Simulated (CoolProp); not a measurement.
Saturation properties of the fluoroketone C6F12O (FK-5-1-12) (Tc = 441.8 K, pc = 1869 kPa, ω = 0.471).

Computed with CoolProp (reference Helmholtz-energy equation of state, McLinden 2015).

```tsv
T (K)	p (kPa)	vapour density (kg/m³)	enthalpy of vaporisation (kJ/kg)	liquid cp (kJ/(kg K))
271.7	11.54	1.637	102.0	1.091
278.7	16.56	2.299	100.1	?
285.8	23.35	3.177	98.20	?
292.8	32.09	4.287	96.31	1.099
299.9	43.47	5.711	94.36	?
306.9	57.64	7.462	92.39	1.108
314	75.52	9.648	90.36	1.114
321	97.17	12.27	88.31	1.120
```

Question: What belongs in the gaps?

Answer: 
- 278.7, liquid cp (kJ/(kg K)): 1.093
- 285.8, liquid cp (kJ/(kg K)): 1.096
- 299.9, liquid cp (kJ/(kg K)): 1.103

It boils at 322.2 K under 1 atm.
